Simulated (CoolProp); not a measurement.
A single-stage vapour-compression cycle with n-perfluorohexane: evaporating at 283.15 K (dew point), condensing at 346.15 K (bubble point), superheat 10 K, subcooling 0 K, compressor efficiency 0.6, no pressure losses. Each further row changes one setting.

Model: reference Helmholtz-energy equation of state, Gao 2022, in CoolProp.

```json
[
 {"case": "as stated", "cooling COP": "1.37", "pressure ratio": "11.5", "discharge temperature (K)": "346.1", "refrigerating effect (kJ/kg)": "37.3", "volumetric capacity (kJ/m³)": "76.3"},
 {"case": "evaporating temperature 288.15 K", "cooling COP": "1.65", "pressure ratio": "9.04", "discharge temperature (K)": "346.1", "refrigerating effect (kJ/kg)": "41.2", "volumetric capacity (kJ/m³)": "106"},
 {"case": "condensing temperature 341.15 K", "cooling COP": "1.65", "pressure ratio": "9.90", "discharge temperature (K)": "341.2", "refrigerating effect (kJ/kg)": "42.9", "volumetric capacity (kJ/m³)": "87.8"},
 {"case": "subcooling 5 K", "cooling COP": "1.57", "pressure ratio": "11.5", "discharge temperature (K)": "346.1", "refrigerating effect (kJ/kg)": "42.9", "volumetric capacity (kJ/m³)": "87.8"},
 {"case": "superheat 20 K", "cooling COP": "1.54", "pressure ratio": "11.5", "discharge temperature (K)": "346.1", "refrigerating effect (kJ/kg)": "45.4", "volumetric capacity (kJ/m³)": "89.9"},
 {"case": "compressor efficiency 0.5", "cooling COP": "1.14", "pressure ratio": "11.5", "discharge temperature (K)": "346.1", "refrigerating effect (kJ/kg)": "37.3", "volumetric capacity (kJ/m³)": "76.3"}
]
```

The compression ends wet for: as stated; evaporating temperature 288.15 K; condensing temperature 341.15 K; subcooling 5 K; superheat 20 K; compressor efficiency 0.5.
